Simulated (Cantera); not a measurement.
Input: 1 mol Si, 1.5 mol F₂, 0.18 mol H₂, held at 1.00 bar.

Equilibrium computed with Cantera from the NASA thermochemical tables; the gas is ideal and each condensed phase is pure. Candidate condensed phases: Si; 25 gas species. Rates play no part. All values below are at 400 °C.

Base state: SiF₄ 0.793, H₂ 0.182, SiHF₃ 0.0238, SiH₂F₂ 0.000474 (mole fractions); condensed: Si(s).

### Question
What changes in the equilibrium state with this change: 0.71 mol CH₄ added?

### Answer
| species | before | after |
|---|---|---|
| SiF₄ | 0.793 | 0.396 |
| H₂ | 0.182 | 0.358 |
| CH₄ | 0 | 0.244 |
| SiHF₃ | 0.0238 | 0.00161 |
| SiH₂F₂ | 0.000474 | 4.35e-6 |
| Si(s), mol | 0.244 | 0 |
| SiC(s), mol | 0 | 0.249 |
Further candidate phases: C, C₆H₆, C₇H₈, C₈H₁₈, SiC.
